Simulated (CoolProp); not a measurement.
Saturation properties of 1,2-dichloroethane (Tc = 288.4 °C, pc = 5.226 MPa, ω = 0.269).

Model: reference Helmholtz-energy equation of state, Thol 2015, in CoolProp.

```csv
T (°C),p (MPa),liquid density (kg/m³),liquid cp (kJ/(kg K)),vapour Z
59.85,0.04536,1194,1.335,0.9837
68.85,0.06254,1180,1.346,0.9793
77.75,0.08431,1166,1.357,0.9741
86.75,0.1121,1152,1.369,0.9680
95.65,0.1462,1137,1.382,0.9611
104.65,0.1885,1122,1.395,0.9532
113.65,0.2397,1107,1.409,0.9443
122.55,0.3003,1091,1.424,0.9344
131.55,0.3730,1075,1.439,0.9234
140.45,0.4573,1059,1.455,0.9114
149.45,0.5566,1042,1.473,0.8980
158.45,0.6713,1024,1.491,0.8834
167.35,0.8014,1006,1.511,0.8677
```

It boils at 83.5 °C under 1 atm.
